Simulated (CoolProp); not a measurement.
Vapour-liquid equilibrium of cyclohexane (1) + m-xylene (2) at 0.876 MPa; x and y are mole fractions of (1).

Values from CoolProp's multi-fluid Helmholtz-energy mixture model, Zhou 2014 and Zhou 2012; pair parameters Bell 2016.

Problem. Give the bubble temperature and the first vapour's composition at x = 0.15, 0.25, 0.45. Is there an azeotrope?

Solution. x = 0.15: 499.2 K, y = 0.317; x = 0.25: 489.8 K, y = 0.471; x = 0.45: 474.7 K, y = 0.686. No azeotrope shows between x = 0.05 and 0.95.

Pair parameters are fitted to limited data, so mixtures are less certain than the pure fluids.
